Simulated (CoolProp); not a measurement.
R13 along the isotherm 176.85 °C: fugacity coefficient from the reference equation and from simpler models built on Tc = 29.9 °C, pc = 3.973 MPa, ω = 0.175; each cubic takes its own stable root.

Computed with CoolProp (reference Helmholtz-energy equation of state, Platzer 1990). This equation is an older, rougher fit; its heat capacities, sound speeds and derivatives of the liquid may be far off and weren't checked against measurements.

```tsv
p (MPa)	phase	reference
0.0628	gas	0.9987
0.106	gas	0.9979
0.179	gas	0.9964
0.302	gas	0.9939
0.51	gas	0.9897
0.86	gas	0.9827
1.45	gas	0.9711
2.45	gas	0.9518
4.13	supercritical	0.9206
6.98	supercritical	0.8720
11.8	supercritical	0.8049
19.9	supercritical	0.7391
```

Task: How far does each simpler model (van der Waals, Redlich-Kwong, Soave-Redlich-Kwong) lie from the reference over these 12 states: mean and median of the absolute difference, and the worst?

Result: 
- van der Waals: mean 2.8 %, median 0.8 %, worst -12.0 % at 176.85 °C and 19.9 MPa
- Redlich-Kwong: mean 1.6 %, median 0.6 %, worst -6.8 % at 176.85 °C and 19.9 MPa
- Soave-Redlich-Kwong: mean 0.8 %, median 0.1 %, worst +4.8 % at 176.85 °C and 19.9 MPa
